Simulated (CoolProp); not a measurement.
Model: reference Helmholtz-energy equation of state, Lemmon 2006, in CoolProp. It is a short technical equation, of lower accuracy than the large ones.

Question: For toluene, give the phase and the cp (kJ/(kg K)), cv (kJ/(kg K)), viscosity (µPa s), Prandtl number at 378.1 K and 0.101 MPa; 440.4 K and 0.101 MPa; 502.7 K and 0.101 MPa.

Answer: 
- 378.1 K and 0.101 MPa: liquid; cp 1.98, cv 1.51, viscosity 259, Prandtl number 4.73
- 440.4 K and 0.101 MPa: gas; cp 1.68, cv 1.58, viscosity 10.1, Prandtl number 0.728
- 502.7 K and 0.101 MPa: gas; cp 1.87, cv 1.77, viscosity 11.5, Prandtl number 0.720

Viscosity comes from a separate model (Avgeri 2015). Thermal conductivity comes from a separate model (Assael 2012).
